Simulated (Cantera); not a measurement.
An isothermal, constant-pressure homogeneous reactor starts with 51.0 % N2O, 49.0 % O2, at 1123 K and 0.0819 atm.

Model: GRI-Mech 3.0 (53 species, 325 reactions), integrated in Cantera. GRI-Mech 3.0 was tuned for natural gas; its chemistry of N2O as a main component is partial and can be far from experiment. The mechanism lacks the step 2 NO + O2 → 2 NO2, which can matter for NO2 below about 1400 K. The temperature is held fixed by assumption; the heat of reaction is taken as removed at once.

Predict: x(N2O) at 50.0 s; x(O2) at 50.0 s; x(NO) at 50.0 s; x(N2) at 50.0 s; x(NO2) at 50.0 s; x(O) at 50.0 s.


```
Quantity                                           Result
----------------  ---------------------------------------
x(N2O) at 50.0 s    0.272 (gas-phase equilibrium 1.93e-9)
x(O2) at 50.0 s       0.531 (gas-phase equilibrium 0.593)
x(NO) at 50.0 s   0.0143 (gas-phase equilibrium 0.000127)
x(N2) at 50.0 s       0.183 (gas-phase equilibrium 0.406)
x(NO2) at 50.0 s  1.91e-5 (gas-phase equilibrium 1.54e-6)
x(O) at 50.0 s    4.84e-7 (gas-phase equilibrium 1.18e-8)
```
